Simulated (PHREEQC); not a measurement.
Consider water at 25 °C with 18 mmol/kgw NH3, 0.21 mmol/kgw Na2SiO3 and 1 mmol/kgw Na2CO3. Closed to the air; pH follows from the charge balance.

Computed with PHREEQC (ion-association model, phreeqc.dat).

```json
[
 {"quantity": "pH", "before": "10.89", "after": "8.20"},
 {"quantity": "ionic strength (mol/kgw)", "before": "0.00361", "after": "0.0530"},
 {"quantity": "H3SiO4- (mol/kgw)", "before": "0.000193", "after": "5.89e-6"},
 {"quantity": "H4SiO4 (mol/kgw)", "before": "1.59e-5", "after": "0.000204"},
 {"quantity": "H2SiO4-2 (mol/kgw)", "before": "1.22e-6", "after": "1.10e-10"},
 {"quantity": "SI of Quartz (SiO2)", "before": "-0.82", "after": "+0.30"}
]
```

Name the change that produced these shifts.
A. NH3 replaced by (NH4)2HPO4 at the same molality
B. Na2CO3 left out
C. Na2CO3 from 0.001 to 0.002 mol/kgw
D. NH3 left out
E. temperature from 25 to 40 °C

A, NH3 replaced by (NH4)2HPO4 at the same molality

No solid was allowed to form. Some of these states are supersaturated (in Quartz (slow to form), for instance).
